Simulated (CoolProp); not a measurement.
Vapour-liquid equilibrium of dimethyl ether (1) + n-butane (2) at 0.00242 MPa; x and y are mole fractions of (1).

Values from CoolProp's multi-fluid Helmholtz-energy mixture model, Wu 2011 and Bücker 2006; pair parameters Bell 2016.

```csv
x,"bubble temperature, mixture model (°C)","bubble temperature, Raoult's law (°C)","y, mixture model","y, Raoult's law"
0.05,-74.0,-71.8,?,0.154
0.2,?,-75.5,0.617,0.468
0.35,?,-78.4,?,0.659
0.5,?,-80.8,0.795,0.784
0.65,-84.9,-82.7,?,0.872
0.8,?,-84.4,0.890,0.937
0.95,-86.1,-85.8,0.964,0.986
```

Q: Some entries are withheld; supply them.

A: 
- 0.05, y, mixture model: 0.285
- 0.2, bubble temperature, mixture model (°C): -79.9
- 0.35, bubble temperature, mixture model (°C): -82.6
- 0.35, y, mixture model: 0.733
- 0.5, bubble temperature, mixture model (°C): -84.0
- 0.65, y, mixture model: 0.841
- 0.8, bubble temperature, mixture model (°C): -85.6

The largest gap from Raoult's law is -4.4 K in bubble temperature, at x = 0.2. No azeotrope shows between x = 0.05 and 0.95.

Pair parameters are fitted to limited data, so mixtures are less certain than the pure fluids.
